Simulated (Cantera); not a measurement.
**Equilibrium for silicon etching in halogen gases: Si + Br2**

Charge: 1 mol Si, 1.3 mol Br2.

Equilibrium computed with Cantera from the NASA thermochemical tables; the gas is ideal and each condensed phase is pure. Candidate condensed phases: Br2, Si; 9 gas species. The tables' values for SiBr3 are old estimates. Kinetics and transport are ignored.

Stable condensed phases:

```
T in K \ P in Pa
              1    5.2     27    140    720   3700  19000 100000
   1650       A      B      B      B      B      B      B      B
   1550       A      B      B      B      B      B      B      A
   1450       B      B      B      B      B      B      A      A
   1350       B      B      B      B      B      A      A      A
   1250       B      B      B      B      A      A      A      A
   1150       B      B      A      A      A      A      A      A
   1050       B      A      A      A      A      A      A      A
    950       A      A      A      A      A      A      A      A
    850       A      A      A      A      A      A      A      A
    750       A      A      A      A      A      A      A      A
    650       A      A      A      A      A      A      A      A
```

A: Si; B: gas only.
